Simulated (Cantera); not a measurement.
A freely propagating, adiabatic, planar premixed flame of CH4 : CO : O2 : N2 = 1 : 0.082 : 2.04 : 8.57 (molar parts), unburnt at 550 K and 900 Torr; mixture-averaged transport, grid criteria slope 0.08 and curve 0.16, no radiation.

Model: GRI-Mech 3.0 (53 species, 325 reactions), integrated in Cantera. Burning velocities carry a grid error of a few per cent, more on coarse grids.

Q: Predict: laminar burning velocity; thermal thickness; peak x(C2H).

A: 
| Property | Value |
|---|---|
| laminar burning velocity | 89.1 cm/s |
| thermal thickness | 0.337 mm |
| peak x(C2H) | 2.10e-7 |
